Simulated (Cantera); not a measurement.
Cantera run, input and output.

```python
import numpy as np
import cantera as ct

gas = ct.Solution("gri30.yaml")


def delay(T, t_max=10):
    gas.TPX = T, 780000, {'CH4': 1, 'O2': 2.99, 'N2': 11.2, 'H2O': 1.8}
    reactor = ct.IdealGasConstPressureReactor(gas, clone=False)
    net = ct.ReactorNet([reactor])
    net.rtol, net.atol = 1e-8, 1e-16
    while net.time < t_max:
        t_old, T_old = net.time, reactor.T
        net.step()
        if reactor.T > T + 400:  # ignition: a rise of 400 K
            return t_old + (T + 400 - T_old) / (reactor.T - T_old) * (net.time - t_old)
    return np.nan


taus = []
for T in [1400, 1475, 1550, 1625, 1700]:
    taus.append(delay(T))
    print(f"T0 = {T:6g} K   tau = {taus[-1]:.4e} s")

# d ln(tau) / d ln(k), from doubling and halving each rate constant
T, sens = 1400, []
for i in range(gas.n_reactions):
    gas.set_multiplier(2.0, i)
    up = delay(T)
    gas.set_multiplier(0.5, i)
    down = delay(T)
    gas.set_multiplier(1.0, i)
    sens.append((np.log(up / down) / np.log(4.0), gas.reaction(i).equation))
sens.sort(key=lambda x: -abs(x[0]))
print(f"sensitivities at {T} K")
for s, eq in sens[:10]:
    print(f"{s:8.3f}  {eq}")
```

Output:

```
T0 =   1400 K   tau = 6.2630e-04 s
T0 =   1475 K   tau = 3.0080e-04 s
T0 =   1550 K   tau = 1.4914e-04 s
T0 =   1625 K   tau = 7.6636e-05 s
T0 =   1700 K   tau = 4.1142e-05 s
sensitivities at 1400 K
   0.513  2 CH3 (+M) <=> C2H6 (+M)
  -0.436  CH3 + O2 <=> CH3O + O
  -0.346  CH3 + HO2 <=> CH3O + OH
  -0.271  H + O2 <=> O + OH
  -0.246  CH3 + O2 <=> CH2O + OH
   0.246  CH4 + H <=> CH3 + H2
  -0.220  CH2O + O2 <=> HCO + HO2
   0.137  CH4 + OH <=> CH3 + H2O
  -0.102  CH2O + CH3 <=> CH4 + HCO
  -0.101  CH2O + OH <=> H2O + HCO
```

Computed with Cantera and GRI-Mech 3.0 (53 species, 325 reactions).
